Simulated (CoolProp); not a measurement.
Vapour-liquid equilibrium of CHF3 (R23) (1) + R152A (2) at 204.8 K; x and y are mole fractions of (1).

Computed with CoolProp (multi-fluid Helmholtz-energy mixture model, Penoncello 2003 and Outcalt 1996; pair parameters Bell 2016).

```json
[
 {"x": "0.05", "bubble pressure (bar)": "0.1686", "y at the bubble point": "0.512", "dew pressure at overall composition x (bar)": "0.09026", "liquid density (mol/L)": "16.81"},
 {"x": "0.2", "bubble pressure (bar)": "0.4361", "y at the bubble point": "0.839", "dew pressure at overall composition x (bar)": "0.1063", "liquid density (mol/L)": "17.30"},
 {"x": "0.35", "bubble pressure (bar)": "0.7277", "y at the bubble point": "0.921", "dew pressure at overall composition x (bar)": "0.1292", "liquid density (mol/L)": "17.81"},
 {"x": "0.5", "bubble pressure (bar)": "1.036", "y at the bubble point": "0.957", "dew pressure at overall composition x (bar)": "0.1648", "liquid density (mol/L)": "18.32"},
 {"x": "0.65", "bubble pressure (bar)": "1.353", "y at the bubble point": "0.977", "dew pressure at overall composition x (bar)": "0.2272", "liquid density (mol/L)": "18.82"},
 {"x": "0.8", "bubble pressure (bar)": "1.673", "y at the bubble point": "0.989", "dew pressure at overall composition x (bar)": "0.3663", "liquid density (mol/L)": "19.30"},
 {"x": "0.95", "bubble pressure (bar)": "1.995", "y at the bubble point": "0.998", "dew pressure at overall composition x (bar)": "0.9563", "liquid density (mol/L)": "19.75"}
]
```

No azeotrope shows between x = 0.05 and 0.95.

The pair parameters rest on a limited set of measurements; away from them the model extrapolates.
